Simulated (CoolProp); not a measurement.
n-dodecane at several states: density (kg/m³) from the reference equation and from simpler models built on Tc = 658.1 K, pc = 18.18 bar, ω = 0.574; each cubic takes its own stable root.

Computed with CoolProp (reference Helmholtz-energy equation of state, Lemmon 2004). It is a short technical equation, of lower accuracy than the large ones.

```tsv
T (K)	p (bar)	phase	reference	van der Waals	Redlich-Kwong	Soave-Redlich-Kwong	Peng-Robinson
289.4	0.159	liquid	752.2	1.145	570.3	594.7	?
618.4	22	liquid	451.1	258.8	?	?	403.7
603.9	17.8	liquid	469.1	259.0	343.7	374.7	?
280.5	7.3	liquid	759.3	387.1	575.3	?	669.9
592.7	1.79	gas	6.591	6.437	6.491	6.524	6.553
415.4	0.43	liquid	657.2	2.166	2.185	539.0	607.5
```

What belongs in the gaps?


- 289.4, Peng-Robinson: 666.4
- 618.4, Redlich-Kwong: 335.2
- 618.4, Soave-Redlich-Kwong: 358.8
- 603.9, Peng-Robinson: 422.9
- 280.5, Soave-Redlich-Kwong: 598.1

At some of these states van der Waals, Redlich-Kwong gives the other phase, because its saturation line lies elsewhere.
